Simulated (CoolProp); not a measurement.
Values from CoolProp's reference Helmholtz-energy equation of state, Lemmon 2006. It is a short technical equation, of lower accuracy than the large ones.

Task: For carbon monoxide, give the phase and the Z, cv (kJ/(kg K)), isothermal compressibility (1/MPa), expansivity (1/kK) at 151.5 K and 1.5 MPa; 151.5 K and 5.25 MPa.

Result: 
- 151.5 K and 1.5 MPa: gas; Z 0.898, cv 0.775, isothermal compressibility 0.747, expansivity 9.16
- 151.5 K and 5.25 MPa: supercritical; Z 0.580, cv 0.919, isothermal compressibility 0.351, expansivity 33.0
